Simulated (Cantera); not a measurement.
Charge: 1 mol CaCO3, 0.64 mol C, 7.1 mol CO2, equilibrated at 1948.15 K and 13.3 mbar.

Equilibrium computed with Cantera from the NASA thermochemical tables; the gas is ideal and each condensed phase is pure. Candidate condensed phases: C, Ca, CaCO3, CaO; 15 gas species. Rates play no part.

Base state: CO2 0.848, CO 0.150, O2 0.00173, O 0.000160 (mole fractions); condensed: CaO(s).

Q: What changes in the equilibrium state with this change: C from 0.64 to 0.42 mol?

A: 
| species | before | after |
|---|---|---|
| CO2 | 0.848 | 0.890 |
| CO | 0.150 | 0.106 |
| O2 | 0.00173 | 0.00380 |
| O | 0.000160 | 0.000237 |
| CaO(s), mol | 1.000 | 1.000 |

Q: What changes in the equilibrium state with this change: temperature from 1948.15 K to 1825 K?

A: 
```csv
species,before,after
CO2,0.848,0.853
CO,0.150,0.147
O2,0.00173,0.000179
O,0.000160,1.78e-5
"CaO(s), mol",1.000,1.00
```

Q: What changes in the equilibrium state with this change: CO2 from 7.1 to 0.026 mol?

A: 
```
species        before    after
-----------  --------  -------
CO              0.150    0.768
CO2             0.848    0.232
O            0.000160  8.52e-6
O2            0.00173  4.90e-6
CaO(s), mol     1.000    1.000
```
